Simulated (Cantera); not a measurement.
Equilibrium for abatement and gas-phase synthesis: HI + H2 + N2

Input: 1 mol HI, 4.2 mol H2, 38 mol N2, equilibrated at 2723.15 K and 1330 Pa.

Cantera equilibrium calculation (NASA polynomials, part measured and part estimated; ideal gas, pure solids and liquids). Candidate condensed phases: I2; 12 gas species. The numbers say what is thermodynamically allowed, not how fast it happens.

| Quantity | Result |
|---|---|
| x(N2) | 0.820 |
| x(H) | 0.113 |
| x(H2) | 0.0447 |
| x(I) | 0.0215 |
| x(HI) | 7.96e-5 |
| x(N) | 1.53e-5 |
| gas amount | 46.33 mol |
| log10 activity of I2(l) (absent) | -11.65 |
